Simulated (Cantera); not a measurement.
Input: 1 mol PbO, 190 mol H2, equilibrated at 327 °C and 22.0 Pa.

Cantera equilibrium calculation (NASA polynomials, part measured and part estimated; ideal gas, pure solids and liquids). Candidate condensed phases: H2O, Pb, PbO, PbO2, Pb3O4; 12 gas species. Rates play no part.

Problem. What is the equilibrium state?

Solution. 
```
Item                                     Value
-----------------------------------  ---------
x(H2)                                    0.995
x(H2O)                                 0.00526
n(Pb(s))                             1.000 mol
gas amount                           190.0 mol
log10 activity of PbO2(s) (absent)      -28.18
log10 activity of Pb3O4(s) (absent)     -41.30
```
